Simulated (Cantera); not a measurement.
A perfectly stirred reactor is fed with 9.60 % H₂, 5.65 % O₂, 84.7 % N₂, equivalence ratio 0.85, at 0.133 bar; it is held at 1073 K, and followed from long to short residence time.

Model: the H2/O2 subset of GRI-Mech 3.0, which has no nitrogen chemistry, integrated in Cantera. The temperature is held fixed by assumption; the heat of reaction is taken as removed at once.

x: mole fraction; the columns are a selection and need not sum to one.

```json
[
 {"τ (s)": "2.5", "x H₂": "0.000450", "x O₂": "0.00909", "x H₂O": "0.100", "x HO₂": "1.06e-6", "x H₂O₂": "2.72e-7", "x O": "4.74e-5"},
 {"τ (s)": "0.87", "x H₂": "0.000873", "x O₂": "0.00931", "x H₂O": "0.0997", "x HO₂": "1.21e-6", "x H₂O₂": "2.88e-7", "x O": "9.50e-5"},
 {"τ (s)": "0.30", "x H₂": "0.00165", "x O₂": "0.00974", "x H₂O": "0.0986", "x HO₂": "1.35e-6", "x H₂O₂": "2.77e-7", "x O": "0.000188"},
 {"τ (s)": "0.10", "x H₂": "0.00307", "x O₂": "0.0106", "x H₂O": "0.0964", "x HO₂": "1.51e-6", "x H₂O₂": "2.52e-7", "x O": "0.000370"},
 {"τ (s)": "0.036", "x H₂": "0.00519", "x O₂": "0.0120", "x H₂O": "0.0928", "x HO₂": "1.72e-6", "x H₂O₂": "2.28e-7", "x O": "0.000674"},
 {"τ (s)": "0.012", "x H₂": "___", "x O₂": "___", "x H₂O": "0.0863", "x HO₂": "___", "x H₂O₂": "2.09e-7", "x O": "___"},
 {"τ (s)": "0.0043", "x H₂": "___", "x O₂": "___", "x H₂O": "___", "x HO₂": "___", "x H₂O₂": "2.00e-7", "x O": "___"},
 {"τ (s)": "0.0015", "x H₂": "0.0214", "x O₂": "0.0235", "x H₂O": "0.0644", "x HO₂": "2.91e-6", "x H₂O₂": "1.99e-7", "x O": "0.00281"},
 {"τ (s)": "0.00052", "x H₂": "0.0358", "x O₂": "0.0312", "x H₂O": "0.0472", "x HO₂": "3.47e-6", "x H₂O₂": "1.96e-7", "x O": "0.00313"}
]
```

Question: Some entries are withheld; supply them.

Answer: 
- 0.012, x H₂: 0.00866
- 0.012, x O₂: 0.0145
- 0.012, x HO₂: 2.03e-6
- 0.012, x O: 0.00122
- 0.0043, x H₂: 0.0135
- 0.0043, x O₂: 0.0182
- 0.0043, x H₂O: 0.0773
- 0.0043, x HO₂: 2.43e-6
- 0.0043, x O: 0.00197
